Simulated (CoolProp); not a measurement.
Vapour-liquid equilibrium of m-xylene (1) + n-decane (2) at 474 K; x and y are mole fractions of (1).

Model: multi-fluid Helmholtz-energy mixture model, Zhou 2012 and Lemmon 2006; pair parameters Bell 2016, in CoolProp.

| x | bubble pressure, mixture model (bar) | bubble pressure, Raoult's law (bar) | y, mixture model | y, Raoult's law |
|---|---|---|---|---|
| 0.05 | 2.028 | 2.022 | 0.099 | 0.103 |
| 0.2 | 2.369 | 2.360 | 0.337 | 0.353 |
| 0.35 | 2.701 | 2.698 | 0.517 | 0.540 |
| 0.5 | 3.031 | 3.036 | 0.662 | 0.685 |
| 0.65 | 3.363 | 3.373 | 0.783 | 0.802 |
| 0.8 | 3.701 | 3.711 | 0.886 | 0.897 |
| 0.95 | 4.045 | 4.049 | 0.974 | 0.976 |

The largest gap from Raoult's law is +0.4 % in bubble pressure, at x = 0.2. No azeotrope shows between x = 0.05 and 0.95.

The pair parameters rest on a limited set of measurements; away from them the model extrapolates.
